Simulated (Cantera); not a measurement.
A closed system holds: 1 mol PbO, 0.054 mol CO, 4.2 mol H₂, held at 190 Pa.

Method: chemical equilibrium by Gibbs-energy minimisation in Cantera with the NASA 1993 tables (ideal gas, pure condensed phases). Candidate condensed phases: C, C₆H₆, C₇H₈, C₈H₁₈, H₂O, Pb, PbO, PbO₂, Pb₃O₄; 113 gas species. Kinetics and transport are ignored. All values below are at 973 K.

Base state: H₂ 0.753, H₂O 0.230, CO 0.00847, Pb 0.00460, CO₂ 0.00417 (mole fractions); condensed: Pb(l).

**Question.** What changes in the equilibrium state with this change: H₂ from 4.2 to 1.5 mol?

**Answer.** 
```json
[
 {"species": "H₂O", "before": "0.230", "after": "0.615"},
 {"species": "H₂", "before": "0.753", "after": "0.346"},
 {"species": "CO₂", "before": "0.00417", "after": "0.0256"},
 {"species": "Pb", "before": "0.00460", "after": "0.00460"},
 {"species": "CO", "before": "0.00847", "after": "0.00895"},
 {"species": "Pb(l), mol", "before": "0.980", "after": "0.993"}
]
```
